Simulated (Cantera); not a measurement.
Input: 1 mol Mg(OH)2, 0.25 mol C, 1.9 mol H2O, equilibrated at 1902 °C and 0.135 Torr.

Equilibrium computed with Cantera from the NASA thermochemical tables; the gas is ideal and each condensed phase is pure. Candidate condensed phases: C, C6H6, C7H8, C8H18, H2O, Mg, MgCO3, MgO, Mg(OH)2; 116 gas species. The tables' values for MgH are old estimates; treat these amounts as uncertain. Rates play no part.

Base state: H2O 0.368, Mg 0.183, H 0.109, O2 0.0893, H2 0.0893, OH 0.0601, O 0.0513, CO 0.0261 (mole fractions); condensed: gas only.

Problem. What changes in the equilibrium state with this change: Mg(OH)2 replaced by CaCO3?

Solution. 
| species | before | after |
|---|---|---|
| H2O | 0.368 | 0.317 |
| CO | 0.0261 | 0.189 |
| CO2 | 0.0207 | 0.130 |
| Mg | 0.183 | 0 |
| O2 | 0.0893 | 0.0678 |
| OH | 0.0601 | 0.0521 |
| O | 0.0513 | 0.0447 |
| H2 | 0.0893 | 0.0883 |
| H | 0.109 | 0.108 |
| Ca | 0 | 0.00229 |
| MgO | 0.00243 | 0 |
| MgOH | 0.00145 | 0 |
| CaOH | 0 | 0.000665 |
| CaO(s), mol | 0 | 0.988 |
Further candidate phases: Ca, CaCO3, CaO, Ca(OH)2.

Problem. What changes in the equilibrium state with this change: C from 0.25 to 0.87 mol?

Solution. 
```
species   before    after
-------  -------  -------
H2O        0.368    0.314
Mg         0.183    0.174
H          0.109    0.122
CO        0.0261   0.0996
O2        0.0893   0.0413
CO2       0.0207   0.0537
O         0.0513   0.0349
OH        0.0601   0.0458
H2        0.0893    0.112
Mg(OH)2  4.70e-5  2.59e-5
MgO      0.00243  0.00157
MgOH     0.00145  0.00105
```
